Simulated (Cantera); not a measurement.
A closed system holds: 1 mol CS2, 4.3 mol O2, 0.094 mol H2, at 13300 Pa.

These are equilibrium values from Cantera (NASA tables, ideal gas, pure condensed phases), not measurements of a reactor. Candidate condensed phases: C, C6H6, C7H8, C8H18, H2O, H2SO4, S; 123 gas species. Rates play no part. All values below are at 1250 K.

Base state: SO2 0.448, O2 0.283, CO2 0.232, H2O 0.0218, SO3 0.0152 (mole fractions); condensed: gas only.

What changes in the equilibrium state with this change: O2 from 4.3 to 0.089 mol?


```tsv
species	before	after
CS2	<1e-9	0.665
CO	6.44e-8	0.136
S2	<1e-9	0.115
SO2	0.448	<1e-9
O2	0.283	<1e-9
H2S	<1e-9	0.0499
SO3	0.0152	<1e-9
H2	3.87e-9	0.0260
CO2	0.232	2.49e-5
H2O	0.0218	7.46e-6
COS	<1e-9	0.00834
SH	<1e-9	0.000269
CS	<1e-9	4.56e-5
```
Gases not in the tables: S3 to S7.
